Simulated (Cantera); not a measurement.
Cantera run, input and output.

```python
import numpy as np
import cantera as ct

gas = ct.Solution("gri30.yaml")
gas.TPX = 1700, 14000, {'CH4': 1, 'H2O': 1.3}
reactor = ct.IdealGasConstPressureReactor(gas, energy="off", clone=False)
net = ct.ReactorNet([reactor])
net.rtol, net.atol = 1e-08, 1e-18
show = ['CH4', 'H2O', 'C2H4', 'C2H2', 'CO2', 'CH2']
times = np.geomspace(1e-06, 200, 10)

steps = ct.SolutionArray(gas, extra=["t"])
rows = []
print(f"{'t/s':>10s}{'T/K':>9s}{'P/Pa':>11s}" + "".join(f"{s:>11s}" for s in show))
for t in times:
    while net.time < t:
        t_next = net.step()
        steps.append(gas.state, t=t_next)
    rows.append([np.interp(t, steps.t, y) for y in (steps.T, steps.P, *steps(*show).X.T)])
    print(f"{t:10.3e}{rows[-1][0]:9.1f}{rows[-1][1]:11.4g}" + "".join(f"{x:11.3e}" for x in rows[-1][2:]))
rate = np.gradient(steps.T, steps.t)
print("integrator steps:", len(steps.t))
if steps.T.max() > steps.T[0] + 200:
    print(f"time of steepest temperature rise: {steps.t[rate.argmax()]:.4e} s")
gas.TPX = 1700, 14000, {'CH4': 1, 'H2O': 1.3}
gas.equilibrate("TP")
print(f"equilibrium (TP): T = {gas.T:.1f} K  " + "  ".join(f"{s} {gas[s].X[0]:.3e}" for s in show))
```

Output:

```
       t/s      T/K       P/Pa        CH4        H2O       C2H4       C2H2        CO2        CH2
 1.000e-06   1700.0    1.4e+04  4.348e-01  5.652e-01  5.405e-13  1.653e-17  1.301e-26  2.317e-12
 8.363e-06   1700.0    1.4e+04  4.347e-01  5.652e-01  1.880e-09  5.089e-13  2.909e-21  2.490e-10
 6.993e-05   1700.0    1.4e+04  4.343e-01  5.651e-01  1.734e-06  4.876e-09  1.063e-15  1.489e-08
 5.848e-04   1700.0    1.4e+04  4.295e-01  5.641e-01  7.078e-04  2.989e-05  8.498e-10  5.190e-07
 4.890e-03   1700.0    1.4e+04  3.205e-01  5.264e-01  1.509e-02  2.441e-02  7.865e-06  1.428e-06
 4.090e-02   1700.0    1.4e+04  1.052e-01  4.243e-01  1.437e-03  1.077e-01  5.881e-04  6.719e-07
 3.420e-01   1700.0    1.4e+04  2.520e-02  3.051e-01  4.130e-04  1.001e-01  9.001e-03  2.885e-07
 2.860e+00   1700.0    1.4e+04  1.082e-02  1.396e-01  1.472e-04  3.169e-02  1.069e-02  7.157e-08
 2.392e+01   1700.0    1.4e+04  1.425e-03  6.724e-02  4.884e-06  9.979e-04  6.300e-03  6.863e-09
 2.000e+02   1700.0    1.4e+04  2.523e-08  6.374e-02  1.733e-14  3.636e-12  6.011e-03  1.176e-13
integrator steps: 2145
equilibrium (TP): T = 1700.0 K  CH4 1.255e-08  H2O 6.374e-02  C2H4 6.834e-15  C2H2 1.436e-12  CO2 6.011e-03  CH2 5.868e-14
```

Cantera simulation using GRI-Mech 3.0 (53 species, 325 reactions); the numbers are that mechanism's predictions, not measurements.
